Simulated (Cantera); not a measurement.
Feed: 1 mol B2H6, 5.9 mol N2, 15 mol H2, equilibrated at 4.20 Torr.

These are equilibrium values from Cantera (NASA tables, ideal gas, pure condensed phases), not measurements of a reactor. Candidate condensed phases: B, BN; 15 gas species. The feed counts by its element totals alone. Mutual solubility and eutectic melting of coexisting phases are not modelled. The numbers say what is thermodynamically allowed, not how fast it happens.

Problem. Which condensed phases are stable at each of these points (T (K)): 2025, 2050, 2075, 2100, 2125, 2150, 2175, 2200, 2225, 2250, 2275, 2300, 2325, 2350?

Solution. 
```json
[
 {"T (K)": "2025", "condensed phases": "BN(s)", "B condensed (%)": "99.8"},
 {"T (K)": "2050", "condensed phases": "BN(s)", "B condensed (%)": "99.7"},
 {"T (K)": "2075", "condensed phases": "BN(s)", "B condensed (%)": "99.6"},
 {"T (K)": "2100", "condensed phases": "BN(s)", "B condensed (%)": "99.4"},
 {"T (K)": "2125", "condensed phases": "BN(s)", "B condensed (%)": "99.2"},
 {"T (K)": "2150", "condensed phases": "BN(s)", "B condensed (%)": "98.9"},
 {"T (K)": "2175", "condensed phases": "B(s) + BN(s)", "B condensed (%)": "98.5"},
 {"T (K)": "2200", "condensed phases": "B(s)", "B condensed (%)": "98.2"},
 {"T (K)": "2225", "condensed phases": "B(s)", "B condensed (%)": "97.8"},
 {"T (K)": "2250", "condensed phases": "B(s)", "B condensed (%)": "97.3"},
 {"T (K)": "2275", "condensed phases": "B(s)", "B condensed (%)": "96.6"},
 {"T (K)": "2300", "condensed phases": "B(s)", "B condensed (%)": "95.8"},
 {"T (K)": "2325", "condensed phases": "B(s)", "B condensed (%)": "94.7"},
 {"T (K)": "2350", "condensed phases": "B(l)", "B condensed (%)": "93.3"}
]
```

From 2025 K to 2150 K the condensed part is BN(s). At 2175 K the condensed part is B(s) + BN(s). From 2200 K to 2325 K the condensed part is B(s). At 2350 K the condensed part is B(l). The share of B in condensed phases is highest at 2025 K (99.8 %) and lowest at 2350 K (93.3 %).
